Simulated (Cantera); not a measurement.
An adiabatic, constant-pressure homogeneous reactor starts with 48.0 % H2, 10.9 % O2, 41.1 % N2, at 1775 K and 1.01 bar.

Cantera simulation using GRI-Mech 3.0 (53 species, 325 reactions); the numbers are that mechanism's predictions, not measurements.

x: mole fraction; the columns are a selection and need not sum to one.

```
t (s)     T (K)   x H2      x O2     x NO2     x N2O     x OH    x H2O      x NO
--------  -----  -----  --------  --------  --------  -------  -------  --------
2.00e-6    1775  0.480     0.109    <1e-12  3.20e-11  7.27e-6  8.04e-5    <1e-12
7.97e-6    1950  0.213   0.00740  2.07e-11       [?]   0.0138    0.182   1.32e-6
3.17e-5    2364  0.233   0.00205  3.54e-10       [?]   0.0173    0.199   2.44e-5
0.000126   2755  0.260  0.000800   3.53e-9       [?]   0.0148    0.215  0.000134
0.000503   2862  0.267  0.000516   1.99e-8       [?]   0.0128    0.220  0.000626
0.00200    2860  0.268  0.000501   4.39e-8   6.08e-8   0.0126    0.220   0.00139
0.00798    2860  0.268  0.000499   4.61e-8   6.23e-8   0.0126    0.220   0.00147
0.0318     2860  0.268  0.000499   4.61e-8   6.23e-8   0.0126    0.220   0.00147
0.127      2860  0.268  0.000499   4.61e-8   6.23e-8   0.0126    0.220   0.00147
0.504      2860  0.268  0.000499   4.61e-8   6.23e-8   0.0126    0.220   0.00147
2.01       2860  0.268  0.000499   4.61e-8   6.23e-8   0.0126    0.220   0.00147
8.00       2860  0.268  0.000499   4.61e-8   6.23e-8   0.0126    0.220   0.00147
```

Question: What belongs in the gaps?

Answer: 
- 7.97e-6, x N2O: 8.51e-9
- 3.17e-5, x N2O: 9.39e-9
- 0.000126, x N2O: 3.02e-8
- 0.000503, x N2O: 5.02e-8
